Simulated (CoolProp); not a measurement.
Vapour-liquid equilibrium of CH2F2 (R32) (1) + R227EA (2) at -12.35 °C; x and y are mole fractions of (1).

Computed with CoolProp (multi-fluid Helmholtz-energy mixture model, Tillner-Roth 1997 and Lemmon 2016; pair parameters Bell 2016).

| x | bubble pressure (MPa) | y at the bubble point | dew pressure at overall composition x (MPa) | liquid density (mol/L) |
|---|---|---|---|---|
| 0.05 | 0.1452 | 0.205 | 0.1253 | 9.287 |
| 0.125 | 0.1842 | ___ | 0.1342 | 9.745 |
| 0.2 | 0.2231 | ___ | ___ | 10.24 |
| 0.275 | 0.2609 | 0.642 | 0.1564 | 10.79 |
| 0.35 | 0.2965 | 0.710 | 0.1705 | 11.38 |
| 0.425 | ___ | ___ | 0.1873 | 12.04 |
| 0.5 | 0.3606 | 0.804 | 0.2077 | 12.78 |
| 0.575 | 0.3894 | 0.838 | 0.2329 | 13.60 |
| 0.65 | 0.4164 | 0.869 | ___ | 14.52 |
| 0.725 | 0.4424 | 0.897 | 0.3053 | 15.58 |
| 0.8 | 0.4678 | 0.923 | ___ | 16.79 |
| 0.875 | 0.4932 | 0.951 | 0.4222 | 18.18 |
| 0.95 | 0.5190 | 0.979 | 0.4926 | 19.82 |

Task: Complete the blanks.

Result: 
- 0.125, y at the bubble point: 0.412
- 0.2, y at the bubble point: 0.548
- 0.2, dew pressure at overall composition x (MPa): 0.1445
- 0.425, bubble pressure (MPa): 0.3298
- 0.425, y at the bubble point: 0.762
- 0.65, dew pressure at overall composition x (MPa): 0.2646
- 0.8, dew pressure at overall composition x (MPa): 0.3576

No azeotrope shows between x = 0.05 and 0.95.

The pair parameters rest on a limited set of measurements; away from them the model extrapolates.
